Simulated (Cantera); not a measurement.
An isothermal, constant-pressure homogeneous reactor starts with H₂ : O₂ = 0.056 : 1 (molar parts), equivalence ratio 0.028, at 1425 K and 1330 Pa. Integrator tolerance rtol = 1e-08.

Model: the H2/O2 subset of GRI-Mech 3.0, which has no nitrogen chemistry, integrated in Cantera. Radical loss at walls, strong at low pressure, is not modelled. The temperature is held fixed by assumption; the heat of reaction is taken as removed at once.

| quantity | before | after |
|---|---|---|
| x(H₂) at 7.00 s | 7.67e-7 (gas-phase equilibrium 3.21e-7) | 2.44e-7 (gas-phase equilibrium 2.30e-7) |
| x(O₂) at 7.00 s | 0.945 (gas-phase equilibrium 0.945) | 0.945 (gas-phase equilibrium 0.945) |
| x(OH) at 7.00 s | 0.000193 (gas-phase equilibrium 0.000125) | 0.000109 (gas-phase equilibrium 0.000106) |
| x(H) at 7.00 s | 1.24e-7 (gas-phase equilibrium 3.37e-8) | 2.23e-8 (gas-phase equilibrium 2.04e-8) |
| x(HO₂) at 7.00 s | 6.54e-8 (gas-phase equilibrium 8.56e-8) | 9.91e-8 (gas-phase equilibrium 1.01e-7) |
| x(O) at 7.00 s | 2.81e-5 (gas-phase equilibrium 1.18e-5) | 8.94e-6 (gas-phase equilibrium 8.42e-6) |

### Question
Name the change that produced these shifts.
(A) pressure from 1330 Pa to 2600 Pa
(B) temperature 1425 to 1050 K
(C) pressure from 1330 Pa to 660 Pa
(D) H2 0.056 to 0.076 parts

### Answer
A, pressure from 1330 Pa to 2600 Pa
